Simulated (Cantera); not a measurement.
Cantera run:

```python
import numpy as np
import cantera as ct

gas_names = """
    H H2 Si SiH SiH2 SiH3 SiH4 Si2 Si3
""".split()
cond_names = """
    Si(cr) Si(L)
""".split()


def load(file, names, dense=False):
    # The tables refer to 1 bar. Condensed volumes are neglected.
    table = {s.name: s for s in ct.Species.list_from_file(file)}
    out = []
    for n in names:
        d = dict(table[n].input_data)
        d["thermo"] = dict(d["thermo"], **{"reference-pressure": 1e5})
        if dense:
            d["equation-of-state"] = {"model": "constant-volume", "density": "1e6 g/cm^3"}
        out.append(ct.Species.from_dict(d))
    return out


gas = ct.Solution(thermo="ideal-gas", species=load("nasa_gas.yaml", gas_names))
cond = {s.name: ct.Solution(thermo="fixed-stoichiometry", species=[s], name=s.name)
        for s in load("nasa_condensed.yaml", cond_names, dense=True)}
atoms = {
    'Si': {'Si': 1},
    'H2': {'H': 2},
}
top_T = {}  # K; cautious upper limits of use, not melting points


def equilibrate(T, P, feed):
    n = {}
    for name, mol in feed.items():
        for a, k in atoms[name].items():
            n[a] = n.get(a, 0.0) + k * mol
    gas.TPX = T, P, n
    mass = sum(n.values()) * gas.mean_molecular_weight
    gas.equilibrate("TP")
    valid = [c for c in cond.values() if c.min_temp <= T <= top_T.get(c.name, c.max_temp)]
    mix = ct.Mixture([(gas, mass / gas.mean_molecular_weight)] + [(c, 0.0) for c in valid])
    mix.T, mix.P = T, P
    mix.equilibrate("TP", solver="vcs", rtol=1e-11, max_steps=5000)
    return mix


results = []
feed = {'Si': 1, 'H2': 0.32}  # mol
T = 1473.15  # K
P = 100000  # Pa
mix = equilibrate(T, P, feed)
results.append((T, P, feed, dict(zip(mix.species_names, mix.species_moles))))
x = sorted(zip(gas.X, gas.species_names), reverse=True)
print(f"T = {T:g} K  P = {P:g} Pa  gas = {mix.phase_moles(0):.4g} mol")
print("   x: " + "  ".join(f"{s} {v:.3e}" for v, s in x if v > 1e-06))
print("   condensed (mol): " + ("  ".join(f"{mix.phase(i).name} {mix.phase_moles(i):.4g}"
      for i in range(1, mix.n_phases) if mix.phase_moles(i) > 1e-12) or "none"))
```

Result:

```
T = 1473.15 K  P = 100000 Pa  gas = 0.32 mol
   x: H2 1.000e+00  H 1.267e-05  SiH2 1.053e-06
   condensed (mol): Si(cr) 1
```

Method: chemical equilibrium by Gibbs-energy minimisation in Cantera with the NASA 1993 tables (ideal gas, pure condensed phases).
